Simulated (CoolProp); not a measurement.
Saturation properties of R141b (Tc = 204.4 °C, pc = 4212 kPa, ω = 0.220).

Values from CoolProp's reference Helmholtz-energy equation of state, Lemmon 2006. It is a short technical equation, of lower accuracy than the large ones.

| T (°C) | p (kPa) | liquid density (kg/m³) | vapour Z | surface tension (mN/m) | liquid viscosity (µPa s) | liquid conductivity (mW/(m K)) |
|---|---|---|---|---|---|---|
| 22.75 | 72.22 | 1238 | 0.9690 | 18.5 | 418 | 91.5 |
| 26.05 | 81.68 | 1232 | 0.9663 | 18.1 | 403 | 90.6 |
| 29.45 | 92.41 | 1225 | 0.9633 | 17.6 | 388 | 89.6 |
| 32.75 | 103.9 | 1219 | 0.9603 | 17.2 | 374 | 88.7 |
| 36.15 | 116.8 | 1212 | 0.9571 | 16.8 | 360 | 87.8 |
| 39.55 | 130.9 | 1205 | 0.9536 | 16.4 | 347 | 86.8 |
| 42.85 | 145.9 | 1199 | 0.9502 | 16.0 | 335 | 85.9 |
| 46.25 | 162.7 | 1192 | 0.9464 | 15.6 | 323 | 85.0 |
| 49.55 | 180.4 | 1185 | 0.9425 | 15.2 | 312 | 84.1 |
| 52.95 | 200.1 | 1178 | 0.9384 | 14.8 | 301 | 83.2 |
| 56.35 | 221.4 | 1171 | 0.9341 | 14.4 | 291 | 82.3 |

It boils at 32.0 °C under 1 atm.

Viscosity comes from a separate model (Huber 2003), an estimate that may be off by 10 % or more. Thermal conductivity comes from a separate model (Huber 2003), an estimate that may be off by 10 % or more. Surface tension comes from a separate correlation (Mulero 2012).
